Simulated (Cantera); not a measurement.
Mixture: CH₄ : CO : O₂ : N₂ = 1 : 0.42 : 1.05 : 3.96 (molar parts), at 7500 Torr, adiabatic and at constant pressure. Ignition delay is the time to a rise of 400 K.

Computed with Cantera and GRI-Mech 3.0 (53 species, 325 reactions).

Q: Predict: delay at 1300 K; delay at 1400 K; delay at 1500 K; delay at 1600 K; delay at 1700 K; delay at 1800 K; delay at 1900 K; apparent activation energy between 1700 and 1900 K.

A: 
```
Quantity                                                Result
--------------------------------------------------  ----------
delay at 1300 K                                        3.39 ms
delay at 1400 K                                        1.01 ms
delay at 1500 K                                       0.330 ms
delay at 1600 K                                       0.119 ms
delay at 1700 K                                        47.2 µs
delay at 1800 K                                        20.9 µs
delay at 1900 K                                        10.3 µs
apparent activation energy between 1700 and 1900 K  200 kJ/mol
```
